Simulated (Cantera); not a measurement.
Input: 1 mol CF4, 0.044 mol H2, at 1475 K and 0.590 bar.

Equilibrium computed with Cantera from the NASA thermochemical tables; the gas is ideal and each condensed phase is pure. Candidate condensed phases: C, C6H6, C7H8, C8H18; 95 gas species. Gases not in the tables: C2F6 and larger saturated fluorocarbons. The numbers say what is thermodynamically allowed, not how fast it happens.

Base state: CF4 0.917, HF 0.0825, CF2 3.65e-5, CF3 2.46e-5 (mole fractions); condensed: C(graphite).

Question: What changes in the equilibrium state with this change: CF4 replaced by CH3Cl?

Answer: 
```json
[
 {"species": "H2", "before": "<1e-9", "after": "0.510"},
 {"species": "HCl", "before": "0", "after": "0.489"},
 {"species": "CH4", "before": "<1e-9", "after": "0.000446"},
 {"species": "CF4", "before": "0.917", "after": "0"},
 {"species": "HF", "before": "0.0825", "after": "0"},
 {"species": "CF2", "before": "3.65e-5", "after": "0"},
 {"species": "CF3", "before": "2.46e-5", "after": "0"},
 {"species": "C(graphite), mol", "before": "0.0220", "after": "0.999"}
]
```
